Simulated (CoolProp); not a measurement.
Vapour-liquid equilibrium of R22 (1) + R134a (2) at 0.291 MPa; x and y are mole fractions of (1).

Values from CoolProp's multi-fluid Helmholtz-energy mixture model, Kamei 1995 and Tillner-Roth 1994; pair parameters Bell 2016.

```
x     bubble temperature (°C)  y at the bubble point  dew temperature at overall composition x (°C)  liquid density (mol/L)
----  -----------------------  ---------------------  ---------------------------------------------  ----------------------
0.05                     -1.4                  0.088                                              ?                   12.82
0.2                      -4.7                      ?                                           -3.0                   13.20
0.35                     -7.3                  0.482                                           -5.3                   13.58
0.5                      -9.6                  0.626                                           -7.6                       ?
0.65                    -11.6                      ?                                          -10.0                   14.37
0.8                     -13.4                  0.863                                              ?                   14.80
0.95                    -15.0                  0.967                                          -14.7                   15.25
```

Fill in the missing entries.


- 0.05, dew temperature at overall composition x (°C): -0.9
- 0.2, y at the bubble point: 0.308
- 0.5, liquid density (mol/L): 13.97
- 0.65, y at the bubble point: 0.751
- 0.8, dew temperature at overall composition x (°C): -12.4

No azeotrope shows between x = 0.05 and 0.95.

The pair parameters rest on a limited set of measurements; away from them the model extrapolates.
